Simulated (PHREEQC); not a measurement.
Solution (25 °C): 0.3 mol H2SO4, 0.00039 mol FeSO4 and 0.18 mol MnSO4 per kg of water. Closed to the air; pH follows from the charge balance.

All values are PHREEQC results (ion-association model, wateq4f.dat), not measurements.

| quantity | before | after |
|---|---|---|
| pH | 0.73 | 0.81 |
| ionic strength (mol/kgw) | 0.692 | 0.633 |
| HSO4- (mol/kgw) | 0.355 | 0.393 |
| SO4-2 (mol/kgw) | 0.0707 | 0.0369 |
| Fe+2 (mol/kgw) | 0.000171 | 0.000173 |
| FeHSO4+ (mol/kgw) | 0.000143 | 0.000151 |
| SI of Melanterite (FeSO4:7H2O) | -4.14 | -4.85 |

### Question
Which change was made?
(A) FeSO4 from 0.00039 to 0.000429 mol/kgw
(B) temperature from 25 to 65 °C
(C) 0.01 mol/kgw Na2CO3 added
(D) MnSO4 replaced by (NH4)2SO4 at the same molality
(E) MnSO4 replaced by MgSO4 at the same molality

### Answer
B, temperature from 25 to 65 °C

This is a speciation only: nothing precipitates in the calculation. Constants without temperature data keep their 25 °C values here.
